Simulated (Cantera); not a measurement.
**Silicon oxide and oxynitride deposition: Si₂H₆ + CO₂**

A closed system holds: 1 mol Si₂H₆, 12 mol CO₂, held at 100 Torr.

These are equilibrium values from Cantera (NASA tables, ideal gas, pure condensed phases), not measurements of a reactor. Candidate condensed phases: C, C₆H₆, C₇H₈, C₈H₁₈, H₂O, Si, SiC, SiO₂; 123 gas species. The feed counts by its element totals alone. Rates play no part.

```csv
T (K),x CO₂,x CO,x H₂O,x H₂,x CH₄,x HCOOH,x HCHO (formaldehyde),n C(graphite),n SiO₂(α-quartz),n SiO₂(β-quartz)
550,0.748,0.000642,0.233,0.0115,0.00750,3.27e-10,<1e-12,3.26,2.00,0
600,0.748,0.00312,0.215,0.0254,0.00812,8.82e-10,8.48e-12,3.14,2.00,0
650,0.743,0.0118,0.190,0.0473,0.00775,1.92e-9,5.67e-11,2.97,2.00,0
700,0.724,0.0367,0.158,0.0754,0.00645,3.43e-9,2.66e-10,2.66,2.00,0
750,0.675,0.0953,0.121,0.105,0.00466,4.98e-9,9.09e-10,2.10,2.00,0
800,0.577,0.209,0.0834,0.128,0.00292,5.76e-9,2.32e-9,1.09,2.00,0
850,0.472,0.329,0.0635,0.135,0.000993,5.46e-9,3.69e-9,0,0,2.00
```
x: gas mole fraction; n: condensed amount in mol.

From 550 K to 800 K the condensed part is C(graphite) + SiO₂(α-quartz). At 850 K the condensed part is SiO₂(β-quartz).
